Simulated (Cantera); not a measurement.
Input (Python, Cantera):

```python
import numpy as np
import cantera as ct

gas = ct.Solution("gri30.yaml")
gas.TPX = 500, 68000, {'CO': 1, 'H2': 0.84, 'CH4': 1.3, 'O2': 4.89, 'N2': 18.4}
inlet = ct.Reservoir(gas, clone=True)
gas.equilibrate("HP")  # start burning
reactor = ct.IdealGasConstPressureReactor(gas, energy="on", clone=False)
exhaust = ct.Reservoir(gas, clone=True)
tau = [0.076, 0.035, 0.016, 0.0077, 0.0036, 0.0017, 0.00077, 0.00036, 0.00017, 7.8e-05, 3.6e-05, 1.7e-05, 7.9e-06][0]
for a, b in ((inlet, reactor), (reactor, exhaust)):
    ct.MassFlowController(a, b, mdot=lambda t: reactor.mass / tau)
net = ct.ReactorNet([reactor])
show = ['CO', 'H2', 'CH4', 'N2O', 'CO2', 'CH2CO', 'H']

rows = []
print(f"{'tau/s':>10s}{'T/K':>9s}" + "".join(f"{s:>11s}" for s in show))
for tau in [0.076, 0.035, 0.016, 0.0077, 0.0036, 0.0017, 0.00077, 0.00036, 0.00017, 7.8e-05, 3.6e-05, 1.7e-05, 7.9e-06]:
    net.initial_time = 0.0
    net.advance(30 * tau)
    before = gas.X
    net.advance(40 * tau)
    drift = np.max(np.abs(gas.X - before) / (gas.X + 1e-9))
    rows.append([gas.T, *gas[show].X, drift])
    print(f"{tau:10.3e}{gas.T:9.1f}" + "".join(f"{x:11.3e}" for x in gas[show].X))
```

Output:

```
     tau/s      T/K         CO         H2        CH4        N2O        CO2      CH2CO          H
 7.600e-02   2068.3  2.391e-03  7.071e-04  4.078e-06  2.541e-07  8.750e-02  1.866e-10  1.741e-04
 3.500e-02   2053.8  3.421e-03  1.014e-03  7.066e-06  2.719e-07  8.637e-02  4.497e-10  3.032e-04
 1.600e-02   2030.3  5.066e-03  1.522e-03  1.193e-05  2.705e-07  8.456e-02  1.005e-09  5.728e-04
 7.700e-03   1998.4  7.233e-03  2.220e-03  1.943e-05  2.501e-07  8.217e-02  1.976e-09  1.049e-03
 3.600e-03   1953.5  1.013e-02  3.198e-03  3.288e-05  2.194e-07  7.895e-02  3.783e-09  1.913e-03
 1.700e-03   1896.7  1.359e-02  4.395e-03  5.733e-05  1.889e-07  7.508e-02  7.103e-09  3.287e-03
 7.700e-04   1823.0  1.795e-02  5.829e-03  1.097e-04  1.608e-07  7.017e-02  1.460e-08  5.398e-03
 3.600e-04   1738.8  2.338e-02  7.257e-03  2.242e-04  1.382e-07  6.405e-02  3.360e-08  7.876e-03
 1.700e-04   1639.5  3.178e-02  8.730e-03  5.318e-04  1.173e-07  5.470e-02  1.022e-07  9.843e-03
 7.800e-05   1483.5  4.972e-02  1.249e-02  2.310e-03  7.453e-08  3.405e-02  9.555e-07  7.799e-03
 3.600e-05    500.0  3.784e-02  3.178e-02  4.919e-02  1.132e-21  6.032e-16  1.611e-19  9.799e-23
 1.700e-05    500.0  3.784e-02  3.178e-02  4.919e-02  5.104e-25  2.784e-19  7.267e-23  2.139e-23
 7.900e-06    500.0  3.784e-02  3.178e-02  4.919e-02  3.224e-26  2.031e-20  4.590e-24  1.127e-23
```

Cantera simulation using GRI-Mech 3.0 (53 species, 325 reactions); the numbers are that mechanism's predictions, not measurements.
